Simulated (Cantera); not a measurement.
Input: 1 mol Si, 0.072 mol O₂, 82 mol H₂, at 0.0133 bar.

Cantera equilibrium calculation (NASA polynomials, part measured and part estimated; ideal gas, pure solids and liquids). Candidate condensed phases: H₂O, Si, SiO₂; 18 gas species. The numbers say what is thermodynamically allowed, not how fast it happens.

**Question.** At 1250 °C, list the 3 most abundant gas species with their mole fractions, and the condensed phases.

**Answer.** H₂ 0.998, SiO 0.00175, H 0.000200. Condensed: Si(s).
